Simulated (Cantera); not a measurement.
Feed: 1 mol SiH₂Cl₂, 7.1 mol N₂O, 26 mol N₂, at 1073.15 K and 0.0200 bar.

Method: chemical equilibrium by Gibbs-energy minimisation in Cantera with the NASA 1993 tables (ideal gas, pure condensed phases). Candidate condensed phases: H₂O, NH₄Cl, Si, SiO₂, Si₂N₂O, Si₃N₄; 47 gas species. The numbers say what is thermodynamically allowed, not how fast it happens.

Base state: N₂ 0.881, O₂ 0.0658, HCl 0.0451, H₂O 0.00404, Cl₂ 0.00381, Cl 0.000470, NO 3.92e-5 (mole fractions); condensed: SiO₂(β-quartz).

Task: What changes in the equilibrium state with this change: 1.1 mol HCl added?

Result: 
```csv
species,before,after
N₂,0.881,0.856
HCl,0.0451,0.0682
O₂,0.0658,0.0630
Cl₂,0.00381,0.00572
H₂O,0.00404,0.00601
Cl,0.000470,0.000576
NO,3.92e-5,3.78e-5
"SiO₂(β-quartz), mol",1.00,1.00
```

Task: What changes in the equilibrium state with this change: temperature from 1073.15 K to 923.15 K?

Result: 
| species | before | after |
|---|---|---|
| N₂ | 0.881 | 0.882 |
| O₂ | 0.0658 | 0.0649 |
| HCl | 0.0451 | 0.0411 |
| Cl₂ | 0.00381 | 0.00608 |
| H₂O | 0.00404 | 0.00611 |
| Cl | 0.000470 | 6.18e-5 |
| NO | 3.92e-5 | 7.36e-6 |
| SiO₂(β-quartz), mol | 1.00 | 1.00 |

Task: What changes in the equilibrium state with this change: temperature from 1073.15 K to 1800 K?

Result: 
| species | before | after |
|---|---|---|
| N₂ | 0.881 | 0.874 |
| O₂ | 0.0658 | 0.0615 |
| HCl | 0.0451 | 0.0346 |
| Cl | 0.000470 | 0.0181 |
| O | 2.27e-9 | 0.000213 |
| H₂ | <1e-9 | 1.37e-5 |
| OH | 1.74e-7 | 0.000403 |
| NO | 3.92e-5 | 0.00237 |
| Cl₂ | 0.00381 | 6.58e-5 |
| SiO₂(β-quartz), mol | 1.00 | 0 |
| SiO₂(condensed), mol | 0 | 1.000 |
The tables hold silica as quartz up to 1696 K and as liquid above; real silica turns to tridymite and cristobalite and melts near 1996 K.
